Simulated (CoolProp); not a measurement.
C3F8 (R218) along the isotherm 102.95 °C: Z from the reference equation and from simpler models built on Tc = 71.9 °C, pc = 2.640 MPa, ω = 0.317; each cubic takes its own stable root.

Model: reference Helmholtz-energy equation of state, Lemmon 2006, in CoolProp. It is a short technical equation, of lower accuracy than the large ones.

```
p (MPa)          phase  reference  van der Waals  Redlich-Kwong  Soave-Redlich-Kwong  Peng-Robinson
-------  -------------  ---------  -------------  -------------  -------------------  -------------
0.0417             gas     0.9962         0.9962         0.9958               0.9960         0.9955
0.0742             gas     0.9932         0.9932         0.9925               0.9929         0.9920
0.132              gas     0.9879         0.9879         0.9867               0.9874         0.9857
0.235              gas     0.9783         0.9782         0.9761               0.9775         0.9744
0.417              gas     0.9609         0.9609         0.9572               0.9597         0.9542
0.742              gas     0.9287         0.9285         0.9223               0.9270         0.9176
1.32               gas     0.8667         0.8659         0.8564               0.8660         0.8498
2.35               gas     0.7376         0.7295         0.7216               0.7449         0.7188
4.17     supercritical     0.4624         0.4231         0.4346               0.5040         0.4738
7.42     supercritical     0.4618         0.5640         0.4858               0.5126         0.4687
13.2     supercritical     0.6967         0.8743         0.7115               0.7305         0.6617
```
